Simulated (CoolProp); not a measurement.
Properties of R1336mzz(Z) along the isobar 0.101 MPa (Tc = 444.5 K, pc = 2.904 MPa, ω = 0.386).

Computed with CoolProp (reference Helmholtz-energy equation of state, McLinden 2020).

| T (K) | phase | Z | cp (kJ/(kg K)) | cv (kJ/(kg K)) | speed of sound (m/s) | expansivity (1/kK) | fugacity coefficient |
|---|---|---|---|---|---|---|---|
| 372.5 | gas | 0.9759 | 0.9844 | 0.9268 | 138.2 | 2.935 | 0.9764 |
| 386.7 | gas | 0.9791 | 1.002 | 0.9457 | 141.1 | 2.792 | 0.9795 |
| 400.8 | gas | 0.9817 | 1.019 | … | … | 2.668 | 0.9820 |
| 415 | gas | 0.9839 | 1.036 | … | … | 2.555 | 0.9841 |
| 429.2 | gas | 0.9858 | 1.052 | 0.9972 | 149.3 | 2.454 | 0.9860 |
| 443.3 | gas | 0.9874 | 1.067 | 1.013 | 151.9 | 2.363 | 0.9875 |
| 457.5 | gas | 0.9888 | 1.082 | 1.028 | … | 2.279 | 0.9889 |
| 471.7 | gas | 0.9900 | 1.096 | 1.042 | 156.9 | 2.201 | 0.9901 |
| 485.8 | gas | 0.9911 | … | … | 159.4 | 2.130 | 0.9911 |
| 500 | gas | 0.9920 | … | 1.069 | 161.8 | 2.063 | 0.9921 |

Question: Fill in the missing entries.

Answer: 
- 400.8, cv (kJ/(kg K)): 0.9636
- 400.8, speed of sound (m/s): 143.9
- 415, cv (kJ/(kg K)): 0.9808
- 415, speed of sound (m/s): 146.6
- 457.5, speed of sound (m/s): 154.5
- 485.8, cp (kJ/(kg K)): 1.109
- 485.8, cv (kJ/(kg K)): 1.056
- 500, cp (kJ/(kg K)): 1.122
